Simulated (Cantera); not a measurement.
A perfectly stirred reactor is fed with CH4 : CO2 : H2 = 1 : 2.5 : 0.052 (molar parts), at 1600000 Pa; it is held at 1300 K, and followed from long to short residence time.

Computed with Cantera and GRI-Mech 3.0 (53 species, 325 reactions). The pressure lies above the range GRI-Mech 3.0 was tuned for (to about 10 atm).

Task: What does this change do: pressure from 1600000 Pa to 900000 Pa?

Result: 
```json
[
 {"quantity": "x(CH4) at τ = 8.60 s", "before": "0.202", "after": "0.214"},
 {"quantity": "x(CO2) at τ = 8.60 s", "before": "0.594", "after": "0.611"},
 {"quantity": "x(H2) at τ = 8.60 s", "before": "0.0220", "after": "0.0251"},
 {"quantity": "x(CH2CO) at τ = 8.60 s", "before": "4.00e-6", "after": "2.72e-6"},
 {"quantity": "x(CH2O) at τ = 8.60 s", "before": "3.95e-7", "after": "3.50e-7"},
 {"quantity": "x(CH4) at τ = 30.0 ms", "before": "0.281", "after": "0.281"},
 {"quantity": "x(CO2) at τ = 30.0 ms", "before": "0.704", "after": "0.704"},
 {"quantity": "x(H2) at τ = 30.0 ms", "before": "0.0147", "after": "0.0147"},
 {"quantity": "x(CH2CO) at τ = 30.0 ms", "before": "5.11e-10", "after": "2.80e-10"},
 {"quantity": "x(CH2O) at τ = 30.0 ms", "before": "6.13e-8", "after": "6.76e-8"}
]
```
